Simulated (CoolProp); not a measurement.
Isobutene along the isotherm 550 K: Z from the reference equation and from simpler models built on Tc = 418.1 K, pc = 40.16 bar, ω = 0.193; each cubic takes its own stable root.

Computed with CoolProp (reference Helmholtz-energy equation of state, Lemmon 2005). It is a short technical equation, of lower accuracy than the large ones.

| p (bar) | phase | reference | Pitzer virial | van der Waals | Redlich-Kwong | Soave-Redlich-Kwong | Peng-Robinson |
|---|---|---|---|---|---|---|---|
| 2.51 | gas | 0.9914 | 0.9918 | 0.9907 | 0.9906 | 0.9920 | 0.9903 |
| 5.02 | gas | 0.9827 | 0.9836 | 0.9812 | 0.9813 | 0.9840 | 0.9806 |
| 7.53 | gas | 0.9740 | 0.9754 | 0.9716 | 0.9718 | 0.9760 | 0.9709 |
| 10 | gas | 0.9655 | 0.9673 | 0.9621 | 0.9625 | 0.9682 | 0.9614 |
| 12.5 | gas | 0.9568 | 0.9591 | 0.9524 | 0.9531 | 0.9603 | 0.9519 |
| 15.1 | gas | 0.9477 | 0.9506 | 0.9421 | 0.9433 | 0.9521 | 0.9421 |
| 17.6 | gas | 0.9390 | 0.9424 | 0.9321 | 0.9338 | 0.9442 | 0.9327 |
| 20.1 | gas | 0.9303 | 0.9342 | 0.9221 | 0.9244 | 0.9364 | 0.9233 |
